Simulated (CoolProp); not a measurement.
Properties of isohexane along the isobar 155 bar.

The numbers come from the reference Helmholtz-energy equation of state, Lemmon 2006 in CoolProp. It is a short technical equation, of lower accuracy than the large ones.

```json
[
 {"T (K)": "454.9", "phase": "liquid", "density (kg/m³)": "528.2", "Joule-Thomson coefficient (K/MPa)": "-0.1043", "isothermal compressibility (1/MPa)": "0.005560", "expansivity (1/kK)": "1.846"},
 {"T (K)": "462.8", "phase": "liquid", "density (kg/m³)": "520.4", "Joule-Thomson coefficient (K/MPa)": "-0.07895", "isothermal compressibility (1/MPa)": "0.006033", "expansivity (1/kK)": "1.900"},
 {"T (K)": "470.7", "phase": "liquid", "density (kg/m³)": "512.5", "Joule-Thomson coefficient (K/MPa)": "-0.05223", "isothermal compressibility (1/MPa)": "0.006554", "expansivity (1/kK)": "1.955"},
 {"T (K)": "478.6", "phase": "liquid", "density (kg/m³)": "504.6", "Joule-Thomson coefficient (K/MPa)": "-0.02410", "isothermal compressibility (1/MPa)": "0.007126", "expansivity (1/kK)": "2.013"},
 {"T (K)": "486.6", "phase": "liquid", "density (kg/m³)": "496.4", "Joule-Thomson coefficient (K/MPa)": "0.005859", "isothermal compressibility (1/MPa)": "0.007763", "expansivity (1/kK)": "2.073"},
 {"T (K)": "494.5", "phase": "liquid", "density (kg/m³)": "488.2", "Joule-Thomson coefficient (K/MPa)": "0.03694", "isothermal compressibility (1/MPa)": "0.008452", "expansivity (1/kK)": "2.135"},
 {"T (K)": "502.4", "phase": "supercritical", "density (kg/m³)": "479.9", "Joule-Thomson coefficient (K/MPa)": "0.06950", "isothermal compressibility (1/MPa)": "0.009206", "expansivity (1/kK)": "2.197"},
 {"T (K)": "510.4", "phase": "supercritical", "density (kg/m³)": "471.4", "Joule-Thomson coefficient (K/MPa)": "0.1040", "isothermal compressibility (1/MPa)": "0.01004", "expansivity (1/kK)": "2.261"},
 {"T (K)": "518.3", "phase": "supercritical", "density (kg/m³)": "463.0", "Joule-Thomson coefficient (K/MPa)": "0.1395", "isothermal compressibility (1/MPa)": "0.01093", "expansivity (1/kK)": "2.325"},
 {"T (K)": "526.2", "phase": "supercritical", "density (kg/m³)": "454.4", "Joule-Thomson coefficient (K/MPa)": "0.1763", "isothermal compressibility (1/MPa)": "0.01190", "expansivity (1/kK)": "2.388"},
 {"T (K)": "534.1", "phase": "supercritical", "density (kg/m³)": "445.8", "Joule-Thomson coefficient (K/MPa)": "0.2143", "isothermal compressibility (1/MPa)": "0.01295", "expansivity (1/kK)": "2.451"},
 {"T (K)": "542.1", "phase": "supercritical", "density (kg/m³)": "437.1", "Joule-Thomson coefficient (K/MPa)": "0.2540", "isothermal compressibility (1/MPa)": "0.01408", "expansivity (1/kK)": "2.513"},
 {"T (K)": "550", "phase": "supercritical", "density (kg/m³)": "428.4", "Joule-Thomson coefficient (K/MPa)": "0.2942", "isothermal compressibility (1/MPa)": "0.01528", "expansivity (1/kK)": "2.572"}
]
```
